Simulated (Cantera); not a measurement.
Feed: 1 mol Al(CH₃)₃, 5 mol H₂O, 70 mol N₂, held at 32.0 mbar.

These are equilibrium values from Cantera (NASA tables, ideal gas, pure condensed phases), not measurements of a reactor. Candidate condensed phases: Al, AlN, Al₂O₃, C, C₆H₆, C₇H₈, C₈H₁₈, H₂O; 148 gas species. The feed counts by its element totals alone. The numbers say what is thermodynamically allowed, not how fast it happens. All values below are at 802 °C.

Base state: N₂ 0.848, H₂ 0.111, CO 0.0348, H₂O 0.00453, CO₂ 0.00153 (mole fractions); condensed: Al₂O₃(s).

What changes in the equilibrium state with this change: 0.37 mol O₂ added?


| species | before | after |
|---|---|---|
| N₂ | 0.848 | 0.848 |
| H₂ | 0.111 | 0.104 |
| CO | 0.0348 | 0.0326 |
| H₂O | 0.00453 | 0.0112 |
| CO₂ | 0.00153 | 0.00379 |
| Al₂O₃(s), mol | 0.500 | 0.500 |
